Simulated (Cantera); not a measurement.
A closed system holds: 1 mol CH3Cl, 0.02 mol F2, equilibrated at 0.0825 Torr.

Cantera equilibrium calculation (NASA polynomials, part measured and part estimated; ideal gas, pure solids and liquids). Candidate condensed phases: C, C6H6, C7H8, C8H18; 135 gas species. Ions and electrons are included (thermal ionisation). The numbers say what is thermodynamically allowed, not how fast it happens.

### Question
Which condensed phases are stable at each of these points (T (°C)): 1727, 2227, 2727, 3227, 3727, 4227, 4727?

### Answer
```json
[
 {"T (°C)": "1727", "condensed phases": "C(graphite)", "C condensed (%)": "99.9"},
 {"T (°C)": "2227", "condensed phases": "C(graphite)", "C condensed (%)": "93.3"},
 {"T (°C)": "2727", "condensed phases": "gas only", "C condensed (%)": "0.0"},
 {"T (°C)": "3227", "condensed phases": "gas only", "C condensed (%)": "0.0"},
 {"T (°C)": "3727", "condensed phases": "gas only", "C condensed (%)": "0.0"},
 {"T (°C)": "4227", "condensed phases": "gas only", "C condensed (%)": "0.0"},
 {"T (°C)": "4727", "condensed phases": "gas only", "C condensed (%)": "0.0"}
]
```

From 1727 °C to 2227 °C the condensed part is C(graphite). From 2727 °C to 4727 °C nothing is condensed.
